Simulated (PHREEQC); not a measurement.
A solution holds 130 mmol/kgw CdCl2, 8.3 mmol/kgw ZnCl2 and 42 mmol/kgw NaCl, at 20 °C. Closed to the air; pH follows from the charge balance.

All values are PHREEQC results (ion-association model, phreeqc.dat), not measurements.

```yaml
pH: 5.29
ionic_strength: 0.197 mol/kgw
activity_of_water: 0.994
density: 1.022 g/cm³
```

```json
[
 {"species": "Cl-", "molality": "0.170", "activity": "0.122", "log γ": "-0.144"},
 {"species": "CdCl+", "molality": "0.0812", "activity": "0.0608", "log γ": "-0.126"},
 {"species": "Na+", "molality": "0.0420", "activity": "0.0315", "log γ": "-0.125"},
 {"species": "CdCl2", "molality": "0.0290", "activity": "0.0303", "log γ": "0.020"},
 {"species": "Cd+2", "molality": "0.0169", "activity": "0.00531", "log γ": "-0.502"},
 {"species": "Zn+2", "molality": "0.00740", "activity": "0.00224", "log γ": "-0.520"},
 {"species": "CdCl3-", "molality": "0.00289", "activity": "0.00216", "log γ": "-0.126"},
 {"species": "ZnCl+", "molality": "0.000813", "activity": "0.000586", "log γ": "-0.142"},
 {"species": "ZnCl2", "molality": "7.01e-5", "activity": "7.34e-5", "log γ": "0.020"},
 {"species": "ZnCl3-", "molality": "1.35e-5", "activity": "9.74e-6", "log γ": "-0.142"}
]
```

This is a speciation only: nothing precipitates in the calculation. Species that the database lacks are ignored.
